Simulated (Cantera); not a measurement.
Mixture: 19.8 % CO, 1.23 % H2, 5.54 % CH4, 15.4 % O2, 58.0 % N2, equivalence ratio 1.4, at 390000 Pa, adiabatic and at constant volume. Ignition delay is the time to a rise of 400 K.

Computed with Cantera and GRI-Mech 3.0 (53 species, 325 reactions).

**Question.** Predict: delay at 1223 K; delay at 1373 K; delay at 1523 K; delay at 1673 K; apparent activation energy between 1598 and 1748 K.

**Answer.** 
```
Quantity                                                Result
--------------------------------------------------  ----------
delay at 1223 K                                        1.79 ms
delay at 1373 K                                       0.446 ms
delay at 1523 K                                       0.129 ms
delay at 1673 K                                        46.0 µs
apparent activation energy between 1598 and 1748 K  140 kJ/mol
```
